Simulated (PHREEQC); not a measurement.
Dissolve 0.01 mol/kgw HBr and 0.0024 mol/kgw MgCl2 at 25 °C. Closed to the air; pH follows from the charge balance.

Equilibrium calculation in PHREEQC: ion-association model, phreeqc.dat.

The ionic strength comes out as 0.0172 mol/kgw. What activity coefficients do Mg+2, H+, Br-, Cl- get?

Mg+2 0.61, H+ 0.90, Br- 0.87, Cl- 0.87.

No solid was allowed to form. Complexes and solids missing from the database can't appear.
